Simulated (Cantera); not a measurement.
A Cantera script and what it prints.

```python
import numpy as np
import cantera as ct

gas_names = [...]  # 113 gases of nasa_gas.yaml made of C, Cu, H, O
cond_names = """
    C(gr) C6H6(L) C7H8(L) C8H18(L),n-octa Cu(cr) Cu(L) CuO(s) CuO2H2(s) Cu2O(s) Cu2O(L) H2O(s) H2O(L)
""".split()


# ... load() reads the species with a 1 bar reference pressure and builds the phases ...
atoms = {
    'CuO': {'Cu': 1, 'O': 1},
    'CH4': {'C': 1, 'H': 4},
    'H2': {'H': 2},
}
top_T = {'C(gr)': 4500, 'CuO(s)': 1390}  # K; cautious upper limits of use, not melting points


# ... equilibrate(T, P, feed) seeds the gas with the atoms and calls Mixture.equilibrate('TP', solver="vcs", rtol=1e-11, max_steps=5000) ...
results = []
T = 1150  # K
P = 2900  # Pa
for m in [0.53, 1.1, 1.7, 2.3, 2.9, 3.4, 4, 4.6, 5.2, 5.8]:
    feed = {'CuO': 1, 'CH4': m, 'H2': 1.4}  # mol
    mix = equilibrate(T, P, feed)
    results.append((T, P, feed, dict(zip(mix.species_names, mix.species_moles))))

top = {s: max(r[3][s] / sum(r[3][g] for g in gas_names) for r in results) for s in gas_names}
cols = sorted((s for s in top if top[s] > 1e-05), key=lambda s: -top[s])[:8]
seen = [c for c in cond_names if any(r[3].get(c, 0) > 1e-12 for r in results)]
print("log10 of partial pressures in bar; condensed amounts in mol")
print(f"{'n(CH4)':>10s}" + "".join(f"{s[:9]:>10s}" for s in cols + seen))
for T, P, feed, n in results:
    ng = sum(n[g] for g in gas_names)
    print(f"{feed['CH4']:10.4g}" + "".join(f"{np.log10(max(n[s] / ng * P / 1e5, 1e-99)):10.3f}" for s in cols)
          + "".join(f"{n.get(c, 0):10.4g}" for c in seen))
```

It prints:

```
log10 of partial pressures in bar; condensed amounts in mol
    n(CH4)        H2        CO       H2O       CO2       CH4     C(gr)    Cu(cr)
      0.53    -1.699    -2.354    -2.415    -3.146    -7.994         0         1
       1.1    -1.644    -2.201    -5.174    -5.805    -4.919    0.0994         1
       1.7    -1.620    -2.301    -5.250    -6.007    -4.871    0.6986         1
       2.3    -1.605    -2.383    -5.317    -6.170    -4.840     1.298         1
       2.9    -1.594    -2.452    -5.375    -6.307    -4.819     1.897         1
       3.4    -1.588    -2.502    -5.418    -6.407    -4.806     2.396         1
         4    -1.582    -2.555    -5.466    -6.514    -4.794     2.996         1
       4.6    -1.577    -2.602    -5.508    -6.609    -4.785     3.595         1
       5.2    -1.573    -2.645    -5.547    -6.694    -4.777     4.194         1
       5.8    -1.570    -2.684    -5.583    -6.772    -4.771     4.793         1
```

Method: chemical equilibrium by Gibbs-energy minimisation in Cantera with the NASA 1993 tables (ideal gas, pure condensed phases).
